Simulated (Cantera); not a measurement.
A perfectly stirred reactor is fed with NO : N₂ = 1 : 0.1 (molar parts), at 0.582 atm; it is held at 2100 K, and followed from long to short residence time.

Cantera simulation using GRI-Mech 3.0 (53 species, 325 reactions); the numbers are that mechanism's predictions, not measurements.

Q: Predict: x(NO) at τ = 1.20 s; x(N₂O) at τ = 1.20 s; x(N₂) at τ = 1.20 s; x(O) at τ = 1.20 s; x(NO₂) at τ = 1.20 s; x(NO) at τ = 60.0 ms; x(N₂O) at τ = 60.0 ms; x(N₂) at τ = 60.0 ms; x(O) at τ = 60.0 ms; x(NO₂) at τ = 60.0 ms.

A: x(NO) at τ = 1.20 s: 0.203
x(N₂O) at τ = 1.20 s: 1.65e-5
x(N₂) at τ = 1.20 s: 0.443
x(O) at τ = 1.20 s: 0.00109
x(NO₂) at τ = 1.20 s: 0.000297
x(NO) at τ = 60.0 ms: 0.751
x(N₂O) at τ = 60.0 ms: 0.000248
x(N₂) at τ = 60.0 ms: 0.169
x(O) at τ = 60.0 ms: 0.000571
x(NO₂) at τ = 60.0 ms: 0.000543
